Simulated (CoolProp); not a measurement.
Properties of n-perfluorohexane along the isotherm 450 K (Tc = 448.0 K, pc = 1.742 MPa, ω = 0.497).

Computed with CoolProp (reference Helmholtz-energy equation of state, Gao 2022).

```csv
p (MPa),phase,density (kg/m³),speed of sound (m/s)
0.174,gas,16.30,103.0
0.348,gas,(withheld),99.12
0.522,gas,(withheld),94.96
0.697,gas,74.51,90.39
0.871,gas,98.48,85.36
1.04,gas,125.3,79.91
1.22,gas,159.5,(withheld)
1.39,gas,200.5,(withheld)
1.57,gas,262.8,56.38
1.74,gas,382.9,44.05
1.92,supercritical,857.9,56.20
2.09,supercritical,933.8,74.23
2.26,supercritical,(withheld),87.24
2.44,supercritical,1006,98.45
2.61,supercritical,1028,107.6
```

**Question.** Some entries are withheld; supply them.

**Answer.** 
- 0.348, density (kg/m³): 33.90
- 0.522, density (kg/m³): 53.12
- 1.22, speed of sound (m/s): 73.28
- 1.39, speed of sound (m/s): 65.94
- 2.26, density (kg/m³): 975.0
